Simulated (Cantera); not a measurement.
Input: 1 mol C₂F₆, 0.045 mol Si, held at 0.260 bar.

Equilibrium computed with Cantera from the NASA thermochemical tables; the gas is ideal and each condensed phase is pure. Candidate condensed phases: C, Si, SiC; 23 gas species. The feed counts by its element totals alone. Gases not in the tables: C₂F₆ and larger saturated fluorocarbons. The numbers say what is thermodynamically allowed, not how fast it happens.

At 1850 K, list the 5 most abundant gas species with their mole fractions, and the condensed phases.

CF₄ 0.963, SiF₄ 0.0299, CF₂ 0.00558, CF₃ 0.00132, F 0.000655. Condensed: C(graphite).
